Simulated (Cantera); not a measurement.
A jet of 2.42 % CH4, 6.67 % O2, 90.9 % N2 at 300 K and 0.0839 atm hits a platinum plate 5 cm away at a mass flux of 0.061 kg/m²/s; the plate temperature is set and raised in steps from an oxygen-covered start.

Computed with Cantera and Deutschmann's 1995 Pt surface mechanism with GRI-Mech 3.0 gas chemistry. Catalytic surfaces can have several steady states; this one follows from the mechanism file's or the stated starting coverage.

x: mole fraction at the wall; θ: surface coverage.

```
plate T (K)  wall x CH4  wall x O2  wall x H2O  wall x OH  wall x CO  wall x CO2  θ free Pt   θ O*     θ OH*
-----------  ----------  ---------  ----------  ---------  ---------  ----------  ---------  -----  --------
950             0.00958     0.0358      0.0271    8.11e-8    5.98e-6      0.0178      0.338  0.661   0.00123
1000                  …          …           …          …    6.10e-6           …          …      …   0.00116
1050                  …          …      0.0348          …    6.37e-6      0.0230          …      …         …
1100            0.00423     0.0246      0.0368    1.07e-6    6.86e-6      0.0243      0.574  0.425  0.000907
1150            0.00348     0.0230      0.0381    2.11e-6    7.67e-6      0.0252      0.641  0.358  0.000777
```

Question: Some entries are withheld; supply them.

Answer: 
- 1000, wall x CH4: 0.00701
- 1000, wall x O2: 0.0304
- 1000, wall x H2O: 0.0318
- 1000, wall x OH: 2.14e-7
- 1000, wall x CO2: 0.0210
- 1000, θ free Pt: 0.421
- 1000, θ O*: 0.578
- 1050, wall x CH4: 0.00533
- 1050, wall x O2: 0.0269
- 1050, wall x OH: 5.03e-7
- 1050, θ free Pt: 0.500
- 1050, θ O*: 0.499
- 1050, θ OH*: 0.00104
